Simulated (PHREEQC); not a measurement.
# Buffer: an equilibrium model

Solution (60 °C): 2.8 mmol/kgw KH2PO4 and 0.17 mmol/kgw K2HPO4. Closed to the air; pH follows from the charge balance.

Model: ion-association model, phreeqc.dat, run in PHREEQC.

| Item | Result |
|---|---|
| pH | 5.83 |
| ionic strength | 0.00331 mol/kgw |
| specific conductance | 615 µS/cm |
| total alkalinity | 0.170 meq/kg |

```json
[
 {"species": "K+", "molality": "0.00314", "activity": "0.00293", "log γ": "-0.029"},
 {"species": "H2PO4-", "molality": "0.00280", "activity": "0.00262", "log γ": "-0.028"},
 {"species": "HPO4-2", "molality": "0.000171", "activity": "0.000132", "log γ": "-0.115"},
 {"species": "H+", "molality": "1.57e-6", "activity": "1.47e-6", "log γ": "-0.027"},
 {"species": "H3PO4", "molality": "8.24e-7", "activity": "8.25e-7", "log γ": "0.000"},
 {"species": "KHPO4-", "molality": "8.05e-7", "activity": "7.53e-7", "log γ": "-0.028"},
 {"species": "OH-", "molality": "7.02e-8", "activity": "6.56e-8", "log γ": "-0.029"}
]
```

Precipitation was switched off in this run. Complexes and solids missing from the database can't appear. Away from 25 °C the constants follow the database's enthalpies or fits; those with neither stay at their 25 °C values.
